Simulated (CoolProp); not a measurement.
Model: reference Helmholtz-energy equation of state, Beckmüller 2019, in CoolProp.

Give the vapour pressure (MPa), vapour density (kg/m³), enthalpy of vaporisation (kJ/kg), surface tension (mN/m) of saturated n-octane at 273.65 °C.


```json
[
 {"T (°C)": "273.65", "p (MPa)": "1.83", "vapour density (kg/m³)": "84.1", "enthalpy of vaporisation (kJ/kg)": "134", "surface tension (mN/m)": "0.827"}
]
```

Surface tension comes from a separate correlation (Mulero 2012).
